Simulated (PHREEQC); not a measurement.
**Spent oxide etchant: an equilibrium model**

Consider water at 60 °C with 77 mmol/kgw HF, 0.2 mmol/kgw H2SiF6, 11 mmol/kgw HBF4 and 12 mmol/kgw HCl. Closed to the air; pH follows from the charge balance.

All values are PHREEQC results (ion-association model, wateq4f.dat), not measurements.

```
Item                       Value
----------------  --------------
pH                          1.66
ionic strength    0.0253 mol/kgw
total alkalinity     -134 meq/kg
```

```
species  molality  activity   log γ
-------  --------  --------  ------
HF         0.0687    0.0691   0.003
H+         0.0250    0.0219  -0.059
Cl-        0.0120    0.0101  -0.073
BF4-       0.0109   0.00911  -0.077
H2F2      0.00323   0.00325   0.003
F-        0.00127   0.00108  -0.073
HF2-     0.000386  0.000326  -0.073
```

Precipitation was switched off in this run. wateq4f.dat counts part of the HF as a dimer, H2F2, which phreeqc.dat doesn't know; its constant is uncertain. Constants without temperature data keep their 25 °C values here. SiF6-2 is the database's only silicon fluoride. Real BF4- forms and hydrolyses slowly; the run takes it at equilibrium.
